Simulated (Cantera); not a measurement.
Input (Python, Cantera) and output of one run.

```python
import numpy as np
import cantera as ct

gas_names = [...]  # 114 gases of nasa_gas.yaml made of C, Fe, H, O
cond_names = """
    C(gr) C6H6(L) C7H8(L) C8H18(L),n-octa Fe(a) Fe(c) Fe(d) Fe(L) FeC5O5(L) FeO(s) FeO(L) Fe(OH)2(s)
    Fe(OH)3(s) Fe2O3(s) Fe3O4(s) H2O(s) H2O(L)
""".split()


# ... load() reads the species with a 1 bar reference pressure and builds the phases ...
atoms = {
    'Fe2O3': {'Fe': 2, 'O': 3},
    'CH4': {'C': 1, 'H': 4},
    'H2': {'H': 2},
}
top_T = {'C(gr)': 4500, 'Fe2O3(s)': 1830, 'Fe3O4(s)': 1870}  # K; cautious upper limits of use, not melting points


# ... equilibrate(T, P, feed) seeds the gas with the atoms and calls Mixture.equilibrate('TP', solver="vcs", rtol=1e-11, max_steps=5000) ...
results = []
feed = {'Fe2O3': 1, 'CH4': 5.3, 'H2': 0.13}  # mol
T = 1948.15  # K
P = 110000  # Pa
mix = equilibrate(T, P, feed)
results.append((T, P, feed, dict(zip(mix.species_names, mix.species_moles))))
x = sorted(zip(gas.X, gas.species_names), reverse=True)
print(f"T = {T:g} K  P = {P:g} Pa  gas = {mix.phase_moles(0):.4g} mol")
print("   x: " + "  ".join(f"{s} {v:.3e}" for v, s in x if v > 0.001))
print("   condensed (mol): " + ("  ".join(f"{mix.phase(i).name} {mix.phase_moles(i):.4g}"
      for i in range(1, mix.n_phases) if mix.phase_moles(i) > 1e-12) or "none"))
```

It prints:

```
T = 1948.15 K  P = 110000 Pa  gas = 13.73 mol
   x: H2 7.797e-01  CO 2.184e-01
   condensed (mol): C(gr) 2.284  Fe(L) 1.997
```

Cantera equilibrium calculation (NASA polynomials, part measured and part estimated; ideal gas, pure solids and liquids). Iron dissolves carbon and melts from about 1420 K in contact with it, which pure phases cannot show. Condensed phases not in the tables: cementite and carbon dissolved in iron.
